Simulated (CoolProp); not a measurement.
Vapour pressure (MPa) of chlorine: the reference equation beside estimates from Tc = 416.9 K, pc = 7.642 MPa, ω = 0.070.

Computed with CoolProp (reference Helmholtz-energy equation of state, Thol 2021).

| T (K) | reference | Lee-Kesler | van der Waals | Redlich-Kwong | Soave-Redlich-Kwong | Peng-Robinson |
|---|---|---|---|---|---|---|
| 305 | 0.9300 | 0.9259 | 1.912 | 0.9601 | 0.9278 | 0.9256 |
| 314.2 | 1.171 | 1.163 | 2.211 | 1.211 | 1.167 | 1.162 |
| 323.3 | 1.451 | 1.437 | 2.534 | 1.501 | 1.445 | 1.436 |
| 332.4 | 1.775 | 1.755 | 2.886 | 1.836 | 1.768 | 1.755 |
| 341.5 | 2.149 | 2.120 | 3.267 | 2.220 | 2.141 | 2.123 |
| 350.6 | 2.574 | 2.537 | 3.678 | 2.655 | 2.567 | 2.544 |
| 359.8 | 3.061 | 3.016 | 4.125 | 3.150 | 3.055 | 3.029 |
| 368.9 | 3.603 | 3.551 | 4.599 | 3.698 | 3.599 | 3.570 |
| 378 | 4.209 | 4.152 | 5.105 | 4.306 | 4.209 | 4.178 |
| 387.1 | 4.882 | 4.826 | 5.644 | 4.977 | 4.888 | 4.857 |
| 396.3 | 5.636 | 5.590 | 6.223 | 5.722 | 5.649 | 5.622 |
| 405.4 | 6.463 | 6.435 | 6.829 | 6.527 | 6.479 | 6.461 |

Absolute difference from the reference over all 12 rows, mean and median: Lee-Kesler 1.1 and 1.1 %, van der Waals 45.2 and 38.8 %, Redlich-Kwong 2.7 and 3.0 %, Soave-Redlich-Kwong 0.2 and 0.2 %, Peng-Robinson 0.8 and 0.8 %.
